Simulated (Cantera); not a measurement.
Charge: 1 mol SiO2, 1.2 mol C, 9.9 mol N2, held at 41.0 Pa.

Cantera equilibrium calculation (NASA polynomials, part measured and part estimated; ideal gas, pure solids and liquids). Candidate condensed phases: C, Si, SiC, SiO2, Si2N2O, Si3N4; 34 gas species. N2 is the only nitrogen source here; it is nearly inert below about 1500 K, so the nitride shown seldom forms there in practice. Mutual solubility and eutectic melting of coexisting phases are not modelled. The tables hold silica as quartz up to 1696 K and as liquid above; real silica turns to tridymite and cristobalite and melts near 1996 K. Rates play no part.

**Question.** Which condensed phases are stable at each of these points (T (K)): 973, 1048, 1123, 1198, 1273, 1348, 1423, 1498, 1573, 1648, 1723, 1798, 1873, 1948?

**Answer.** 
```csv
T (K),condensed phases,Si condensed (%)
973,C(graphite) + SiO2(β-quartz) + Si2N2O(s),100.0
1048,SiO2(β-quartz) + Si2N2O(s),100.0
1123,SiO2(β-quartz) + Si2N2O(s),100.0
1198,SiO2(β-quartz) + Si2N2O(s),100.0
1273,SiO2(β-quartz) + Si2N2O(s),99.9
1348,SiO2(β-quartz) + Si2N2O(s),99.1
1423,SiO2(β-quartz) + Si2N2O(s),90.7
1498,Si2N2O(s),40.0
1573,Si2N2O(s),40.0
1648,SiC(s),9.9
1723,SiC(s),9.7
1798,SiC(s),8.6
1873,SiC(s),5.2
1948,gas only,0.0
```

At 973 K the condensed part is C(graphite) + SiO2(β-quartz) + Si2N2O(s). From 1048 K to 1423 K the condensed part is SiO2(β-quartz) + Si2N2O(s). From 1498 K to 1573 K the condensed part is Si2N2O(s). From 1648 K to 1873 K the condensed part is SiC(s). At 1948 K nothing is condensed.
